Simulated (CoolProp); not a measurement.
The numbers come from the reference Helmholtz-energy equation of state, Schroeder 2014 in CoolProp.

Question: For ethanol, give the phase and the cv (kJ/(kg K)), isothermal compressibility (1/MPa), expansivity (1/kK), fugacity coefficient at 620 K and 11800 kPa; 620 K and 15700 kPa.

Answer: 
- 620 K and 11800 kPa: supercritical; cv 2.78, isothermal compressibility 0.126, expansivity 5.89, fugacity coefficient 0.777
- 620 K and 15700 kPa: supercritical; cv 2.95, isothermal compressibility 0.0941, expansivity 7.75, fugacity coefficient 0.706
